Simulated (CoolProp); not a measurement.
Propylene along the isobar 52.3 bar: Z from the reference equation and from simpler models built on Tc = 364.2 K, pc = 45.55 bar, ω = 0.146; each cubic takes its own stable root.

Values from CoolProp's reference Helmholtz-energy equation of state, Lemmon 2013.

```
T (K)          phase  reference
-----  -------------  ---------
362           liquid     0.2026
379.8  supercritical     0.4834
397.5  supercritical     0.6236
415.3  supercritical     0.7000
433    supercritical     0.7525
450.8  supercritical     0.7921
468.5  supercritical     0.8232
486.3  supercritical     0.8486
504    supercritical     0.8695
521.8  supercritical     0.8872
539.5  supercritical     0.9022
557.3  supercritical     0.9151
575    supercritical     0.9262
```

Question: How far does each simpler model (van der Waals, Redlich-Kwong, Soave-Redlich-Kwong, Peng-Robinson) lie from the reference over these 13 states: mean and median of the absolute difference, and the worst?

Answer: 
- van der Waals: mean 6.8 %, median 3.4 %, worst +46.1 % at 362 K and 52.3 bar
- Redlich-Kwong: mean 2.9 %, median 1.4 %, worst +21.4 % at 362 K and 52.3 bar
- Soave-Redlich-Kwong: mean 3.2 %, median 1.5 %, worst +20.8 % at 362 K and 52.3 bar
- Peng-Robinson: mean 2.3 %, median 1.8 %, worst +9.1 % at 362 K and 52.3 bar
